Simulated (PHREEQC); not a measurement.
# Arsenic or selenium liquor: speciation

Make-up at 70 °C: 0.00065 mol/kgw H2SeO3, 0.086 mol/kgw NaOH and 0.001 mol/kgw NaCl. Closed to the air; pH follows from the charge balance.

The numbers come from PHREEQC with the ion-association model, wateq4f.dat.

No solid was allowed to form.

Problem. Predict the pH.

Solution. pH 11.62.

Complexes and solids missing from the database can't appear. Away from 25 °C the constants follow the database's enthalpies or fits; those with neither stay at their 25 °C values.
